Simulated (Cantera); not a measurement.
An isothermal, constant-pressure homogeneous reactor starts with CH4 : N2 = 1 : 6.5 (molar parts), at 1825 K and 440 Pa. Integrator tolerance rtol = 1e-08.

Model: GRI-Mech 3.0 (53 species, 325 reactions), integrated in Cantera. GRI-Mech 3.0 stops at C3 and has no aromatics, soot or wall deposition, so with more carbon than oxygen in the feed, carbon stays in small species such as C2H2 where larger ones or solid carbon would form. Radical loss at walls, strong at low pressure, is not modelled.

| quantity | before | after |
|---|---|---|
| x(CH4) at 8.00 s | 4.56e-5 (gas-phase equilibrium 2.22e-6) | 9.13e-5 (gas-phase equilibrium 1.73e-5) |
| x(H2) at 8.00 s | 0.175 (gas-phase equilibrium 0.175) | 0.425 (gas-phase equilibrium 0.425) |
| x(CH3) at 8.00 s | 1.28e-5 (gas-phase equilibrium 7.13e-7) | 1.87e-5 (gas-phase equilibrium 3.56e-6) |
| x(HCN) at 8.00 s | 7.58e-5 (gas-phase equilibrium 0.0763) | 4.55e-5 (gas-phase equilibrium 0.112) |
| x(C2H2) at 8.00 s | 0.0587 (gas-phase equilibrium 0.0206) | 0.142 (gas-phase equilibrium 0.0865) |

Question: What was changed between the two runs?
A) temperature 1825 to 1725 K
B) pressure from 440 Pa to 1330 Pa
C) N2 6.5 to 1.5 parts
D) pressure from 440 Pa to 7000 Pa

Answer: C, N2 6.5 to 1.5 parts
